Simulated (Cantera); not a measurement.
# Thermodynamics of abatement and gas-phase synthesis, feed NH₃ + H₂O + O₂

A closed system holds: 1 mol NH₃, 0.51 mol H₂O, 1.9 mol O₂, held at 90.0 Torr.

Cantera equilibrium calculation (NASA polynomials, part measured and part estimated; ideal gas, pure solids and liquids). Candidate condensed phases: H₂O; 24 gas species. Kinetics and transport are ignored.

From 2025 K to 2375 K nothing is condensed.

| T (K) | x H₂O | x O₂ | x N₂ | x OH | x O | x NO |
|---|---|---|---|---|---|---|
| 2025 | 0.541 | 0.308 | 0.134 | 0.0100 | 0.00130 | 0.00410 |
| 2075 | 0.539 | 0.307 | 0.134 | 0.0126 | 0.00186 | 0.00465 |
| 2125 | 0.536 | 0.305 | 0.133 | 0.0157 | 0.00263 | 0.00525 |
| 2175 | 0.532 | 0.303 | 0.133 | 0.0193 | 0.00366 | 0.00588 |
| 2225 | 0.527 | 0.301 | 0.132 | 0.0235 | 0.00501 | 0.00654 |
| 2275 | 0.521 | 0.299 | 0.131 | 0.0283 | 0.00676 | 0.00724 |
| 2325 | 0.515 | 0.295 | 0.130 | 0.0337 | 0.00900 | 0.00796 |
| 2375 | 0.506 | 0.292 | 0.129 | 0.0398 | 0.0118 | 0.00871 |
x: gas mole fraction; nothing condenses.
